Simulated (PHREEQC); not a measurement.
PHREEQC input (ion-association model, wateq4f.dat):

```
SOLUTION_MASTER_SPECIES
  An  An-  0  An  62.0  # stands for a non-complexing anion
SOLUTION_SPECIES
  An- = An-
    -log_k 0
    -gamma 3.0 0
PHASES
  Fix_H+
    H+ = H+
    -log_k 0
SOLUTION 1
  temp 25
  units mmol/kgw
  pH 7 charge
  Na 10
  An 10
END
SELECTED_OUTPUT 1
  -reset false
  -pH true
  -pe true
  -ionic_strength true
  -water true
  -totals Na
  -molalities Hfo_wOH Hfo_wOH2+ Hfo_wO- Hfo_sOH Hfo_sOH2+ Hfo_sO-
USER_PUNCH 1
  -headings sigma psi
  10 PUNCH EDL("sigma", "Hfo"), EDL("psi", "Hfo")
PRINT
  -reset false
USE solution 1
SURFACE 1
  Hfo_wOH 0.000337079 600 0.15
  Hfo_sOH 8.42697e-06
EQUILIBRIUM_PHASES 1
  Fix_H+ -3 HAn 10
    -force_equality true
  O2(g) -0.68 10
END
# ... the last block is repeated for the other 16 points of pH, with NaOH or the acid as the point needs
```

Selected output (columns that matter, 17 of 17 rows; pH added in front):

```
pH	mu	Na	m_Hfo_wOH	m_Hfo_wOH2+	m_Hfo_wO-	m_Hfo_sOH	m_Hfo_sOH2+	m_Hfo_sO-	sigma	psi
3	0.011251	0.01	4.1326e-05	0.00029562	1.3235e-07	1.0332e-06	7.3905e-06	3.3087e-09	0.32473	0.20323
3.38	0.010592	0.01	7.3796e-05	0.00026281	4.7471e-07	1.8449e-06	6.5702e-06	1.1868e-08	0.28829	0.19867
3.75	0.01031	0.01	0.00011079	0.00022504	1.2495e-06	2.7697e-06	5.626e-06	3.1237e-08	0.24594	0.19121
4.12	0.010177	0.01	0.00014769	0.00018671	2.6763e-06	3.6923e-06	4.6678e-06	6.6908e-08	0.20225	0.1815
4.5	0.010109	0.01	0.00018123	0.00015086	4.9877e-06	4.5308e-06	3.7715e-06	1.2469e-07	0.16031	0.16976
4.88	0.010072	0.01	0.00020813	0.00012073	8.2195e-06	5.2032e-06	3.0183e-06	2.0549e-07	0.12364	0.15656
5.25	0.01005	0.01	0.00022747	9.7442e-05	1.2165e-05	5.6868e-06	2.436e-06	3.0412e-07	0.093715	0.14246
5.62	0.010035	0.01	0.0002407	7.9734e-05	1.6646e-05	6.0175e-06	1.9933e-06	4.1615e-07	0.069331	0.12718
6	0.010024	0.01	0.0002492	6.6471e-05	2.1403e-05	6.2301e-06	1.6618e-06	5.3508e-07	0.049527	0.11026
6.38	0.010016	0.01	0.00025407	5.7121e-05	2.5888e-05	6.3517e-06	1.428e-06	6.4721e-07	0.034324	0.092174
6.75	0.010011	0.01	0.0002566	5.0781e-05	2.9702e-05	6.4149e-06	1.2695e-06	7.4256e-07	0.023165	0.073563
7.12	0.010007	0.01	0.00025787	4.6335e-05	3.2876e-05	6.4467e-06	1.1584e-06	8.2191e-07	0.014791	0.054157
7.5	0.010004	0.01	0.00025848	4.305e-05	3.5552e-05	6.4619e-06	1.0762e-06	8.8881e-07	0.0082395	0.033627
7.88	0.010001	0.01	0.00025872	4.0517e-05	3.7845e-05	6.4679e-06	1.0129e-06	9.4613e-07	0.0029365	0.012729
8.25	0.010003	0.010004	0.00025874	3.8362e-05	3.9978e-05	6.4685e-06	9.5904e-07	9.9946e-07	-0.0017769	-0.0077515
8.62	0.010008	0.010011	0.00025857	3.6182e-05	4.2331e-05	6.4642e-06	9.0454e-07	1.0583e-06	-0.0067573	-0.028153
9	0.010017	0.010023	0.00025808	3.3629e-05	4.5373e-05	6.4519e-06	8.4071e-07	1.1343e-06	-0.012906	-0.048801
```

Complexes and solids missing from the database can't appear. The oxide is taken as insoluble; below pH 4 it would dissolve.
